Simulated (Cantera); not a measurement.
# Ammonia decomposition in nitride growth gas

An isothermal, constant-pressure homogeneous reactor starts with 82.0 % NH3, 18.0 % H2, at 2373 K and 10.00 Torr.

Model: the gas-phase N/H chemistry of the illustrative SiF4/NH3 mechanism in the Surface Chemkin manual (1991), integrated in Cantera. Walls and surfaces, which speed up NH3 decomposition in real reactors, are not modelled.

| t (s) | x NH3 | x H2 | x N | x H | x N2H2 |
|---|---|---|---|---|---|
| 0.000300 | 0.817 | 0.181 | 3.50e-7 | 0.000138 | 2.33e-6 |
| 0.00145 | 0.802 | 0.190 | 6.75e-6 | 0.000434 | 3.66e-5 |
| 0.00702 | 0.716 | 0.252 | 9.23e-6 | 0.000608 | 3.48e-5 |
| 0.0340 | 0.437 | 0.454 | 1.26e-5 | 0.00120 | 1.70e-5 |
| 0.164 | 0.0719 | 0.719 | 1.43e-5 | 0.00319 | 1.93e-6 |
| 0.795 | 1.29e-5 | 0.742 | 3.93e-6 | 0.0366 | 4.78e-11 |
| 3.85 | 5.24e-8 | 0.687 | 4.03e-7 | 0.0995 | <1e-12 |
| 18.6 | 4.20e-8 | 0.685 | 3.38e-7 | 0.101 | <1e-12 |
| 90.0 | 4.20e-8 | 0.685 | 3.38e-7 | 0.101 | <1e-12 |
x: mole fraction; the columns are a selection and need not sum to one.

Equilibrium at this temperature and pressure: NH3 4.20e-8, H2 0.685, N 3.38e-7, H 0.101, N2H2 <1e-12 (gas phase only).
